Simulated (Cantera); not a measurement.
**CuO + CH4 + N2 (carbothermic reduction)**

Feed: 1 mol CuO, 0.4 mol CH4, 0.1 mol N2, equilibrated at 2575 K.

Cantera equilibrium calculation (NASA polynomials, part measured and part estimated; ideal gas, pure solids and liquids). Candidate condensed phases: C, C6H6, C7H8, C8H18, Cu, CuO, Cu(OH)2, Cu2O, H2O; 139 gas species. Rates play no part.

From 0.0750 Torr to 75.0 Torr nothing is condensed. From 750 Torr to 7500 Torr the condensed part is Cu(l). The main Cu-bearing gas is Cu throughout.

```
P (Pa)     x Cu      x H    x H2O   x CO    x H2       x O    x N2    x CO2     x OH      x O2  n Cu(l)
-------  ------  -------  -------  -----  ------  --------  ------  -------  -------  --------  -------
10        0.279    0.408  0.00115  0.110  0.0139     0.146  0.0275  0.00143  0.00765   0.00496        0
100       0.322    0.284   0.0326  0.120  0.0672    0.0851  0.0314  0.00905   0.0310    0.0168        0
1000      0.388    0.113    0.132  0.130   0.107    0.0216  0.0382   0.0251   0.0314    0.0109        0
10000     0.419   0.0373    0.196  0.134   0.116   0.00296  0.0419   0.0352   0.0142   0.00204        0
100000    0.263   0.0137    0.278  0.174   0.156  0.000312  0.0554   0.0482  0.00549  0.000226    0.508
1000000  0.0263  0.00505    0.380  0.233   0.213   3.14e-5  0.0745   0.0651  0.00203   2.28e-5    0.963
```
x: gas mole fraction; n: condensed amount in mol.
